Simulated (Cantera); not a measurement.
A closed system holds: 1 mol NH3, 0.97 mol H2, held at 10000 Pa.

Equilibrium computed with Cantera from the NASA thermochemical tables; the gas is ideal and each condensed phase is pure. Ions and electrons are included (thermal ionisation). The numbers say what is thermodynamically allowed, not how fast it happens.

### Question
At 4250 K, list the 5 most abundant gas species with their mole fractions, and the condensed phases.

### Answer
H 0.891, N2 0.0910, H2 0.0138, N 0.00400, NH 1.65e-5. Condensed: gas only.
